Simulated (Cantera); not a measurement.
# Thermodynamics of silicates and aluminates, feed SiO2 + Al2O3 + H2

A closed system holds: 1 mol SiO2, 0.42 mol Al2O3, 0.16 mol H2, held at 100 Torr.

These are equilibrium values from Cantera (NASA tables, ideal gas, pure condensed phases), not measurements of a reactor. Candidate condensed phases: Al, Al2O3, Al2SiO5, Al6Si2O13, H2O, Si, SiO2; 28 gas species. Mutual solubility and eutectic melting of coexisting phases are not modelled. The tables hold silica as quartz up to 1696 K and as liquid above; real silica turns to tridymite and cristobalite and melts near 1996 K. Condensed phases not in the tables: alloys, solid solutions and most ternary compounds. Kinetics and transport are ignored.

```
T (°C)   x H2     x SiO     x H2O       x H      x OH  n Al2SiO5(andalusite)  n SiO2(β-quartz)  n Al6Si2O13(mullite)  n SiO2(condensed)
------  -----  --------  --------  --------  --------  ---------------------  ----------------  --------------------  -----------------
875      1.00   1.37e-7   1.41e-7   1.96e-7    <1e-12                  0.420             0.580                     0                  0
925     1.000   4.60e-7   4.63e-7   5.21e-7    <1e-12                  0.420             0.580                     0                  0
975     1.000   1.39e-6   1.39e-6   1.28e-6    <1e-12                  0.420             0.580                     0                  0
1025    1.000   3.82e-6   3.82e-6   2.93e-6    <1e-12                      0             0.720                 0.140                  0
1075    1.000   9.75e-6   9.75e-6   6.34e-6    <1e-12                      0             0.720                 0.140                  0
1125    1.000   2.32e-5   2.32e-5   1.30e-5  5.93e-12                      0             0.720                 0.140                  0
1175    1.000   5.20e-5   5.20e-5   2.52e-5  3.12e-11                      0             0.720                 0.140                  0
1225    1.000  0.000110  0.000110   4.71e-5  1.47e-10                      0             0.720                 0.140                  0
1275    0.999  0.000222  0.000222   8.43e-5  6.25e-10                      0             0.720                 0.140                  0
1325    0.999  0.000427  0.000427  0.000146   2.43e-9                      0             0.720                 0.140                  0
1375    0.998  0.000790  0.000790  0.000244   8.67e-9                      0             0.720                 0.140                  0
1425    0.997   0.00141   0.00141  0.000395   2.87e-8                      0                 0                 0.140              0.720
1475    0.995   0.00240   0.00240  0.000624   8.78e-8                      0                 0                 0.140              0.720
```
x: gas mole fraction; n: condensed amount in mol.

From 875 °C to 975 °C the condensed part is Al2SiO5(andalusite) + SiO2(β-quartz). From 1025 °C to 1375 °C the condensed part is Al6Si2O13(mullite) + SiO2(β-quartz). From 1425 °C to 1475 °C the condensed part is Al6Si2O13(mullite) + SiO2(condensed). The main Si-bearing gas is SiO throughout.
